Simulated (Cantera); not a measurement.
**Pyrogenic steam for wet oxidation**

A perfectly stirred reactor is fed with 43.6 % H2, 36.4 % O2, 20.0 % N2, at 100.0 Torr; it is held at 1125 K, and followed from long to short residence time.

Computed with Cantera and the H2/O2 subset of GRI-Mech 3.0, which has no nitrogen chemistry. The temperature is held fixed by assumption; the heat of reaction is taken as removed at once.

```json
[
 {"τ (s)": "0.65", "x H2": "0.000977", "x O2": "0.186", "x H2O2": "2.50e-6", "x O": "0.000102", "x OH": "0.000423", "x HO2": "2.15e-5", "x H": "3.49e-5"},
 {"τ (s)": "0.32", "x H2": "0.00155", "x O2": "0.186", "x H2O2": "3.20e-6", "x O": "0.000167", "x OH": "0.000540", "x HO2": "2.88e-5", "x H": "7.09e-5"},
 {"τ (s)": "0.16", "x H2": "0.00240", "x O2": "0.187", "x H2O2": "3.95e-6", "x O": "0.000271", "x OH": "0.000691", "x HO2": "3.68e-5", "x H": "0.000142"},
 {"τ (s)": "0.081", "x H2": "0.00366", "x O2": "0.187", "x H2O2": "4.71e-6", "x O": "0.000432", "x OH": "0.000887", "x HO2": "4.48e-5", "x H": "0.000279"},
 {"τ (s)": "0.041", "x H2": "0.00552", "x O2": "0.188", "x H2O2": "5.43e-6", "x O": "0.000681", "x OH": "0.00115", "x HO2": "5.25e-5", "x H": "0.000548"},
 {"τ (s)": "0.020", "x H2": "0.00844", "x O2": "0.188", "x H2O2": "6.11e-6", "x O": "0.00109", "x OH": "0.00151", "x HO2": "5.99e-5", "x H": "0.00111"},
 {"τ (s)": "0.010", "x H2": "0.0126", "x O2": "0.190", "x H2O2": "6.65e-6", "x O": "0.00168", "x OH": "0.00197", "x HO2": "6.59e-5", "x H": "0.00219"},
 {"τ (s)": "0.0051", "x H2": "0.0184", "x O2": "0.192", "x H2O2": "7.00e-6", "x O": "0.00255", "x OH": "0.00256", "x HO2": "7.05e-5", "x H": "0.00419"},
 {"τ (s)": "0.0026", "x H2": "0.0267", "x O2": "0.194", "x H2O2": "7.15e-6", "x O": "0.00381", "x OH": "0.00332", "x HO2": "7.38e-5", "x H": "0.00791"},
 {"τ (s)": "0.0013", "x H2": "0.0388", "x O2": "0.199", "x H2O2": "7.02e-6", "x O": "0.00568", "x OH": "0.00428", "x HO2": "7.58e-5", "x H": "0.0149"},
 {"τ (s)": "0.00065", "x H2": "0.0557", "x O2": "0.205", "x H2O2": "6.58e-6", "x O": "0.00830", "x OH": "0.00542", "x HO2": "7.60e-5", "x H": "0.0270"}
]
```
x: mole fraction; the columns are a selection and need not sum to one.
